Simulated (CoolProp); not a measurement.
Vapour-liquid equilibrium of methanol (1) + water (2) at 17.4 bar; x and y are mole fractions of (1).

Computed with CoolProp (multi-fluid Helmholtz-energy mixture model, de Reuck 1993 and Wagner 2002; pair parameters Bell 2016).

| x | bubble temperature (K) | y at the bubble point | dew temperature at overall composition x (K) | liquid density (mol/L) |
|---|---|---|---|---|
| 0.05 | 474.0 | 0.124 | 476.8 | 45.22 |
| 0.2 | 462.9 | [?] | [?] | 38.92 |
| 0.35 | 454.5 | 0.568 | 464.7 | 33.77 |
| 0.5 | [?] | 0.696 | 457.8 | 29.52 |
| 0.65 | 442.7 | 0.798 | [?] | 25.97 |
| 0.8 | 438.1 | [?] | 442.6 | [?] |
| 0.95 | 434.0 | 0.972 | 435.0 | 20.46 |

Task: Fill in the missing entries.

Result: 
- 0.2, y at the bubble point: 0.391
- 0.2, dew temperature at overall composition x (K): 471.0
- 0.5, bubble temperature (K): 448.0
- 0.65, dew temperature at overall composition x (K): 450.4
- 0.8, y at the bubble point: 0.887
- 0.8, liquid density (mol/L): 22.99

No azeotrope shows between x = 0.05 and 0.95.

Pair parameters are fitted to limited data, so mixtures are less certain than the pure fluids.
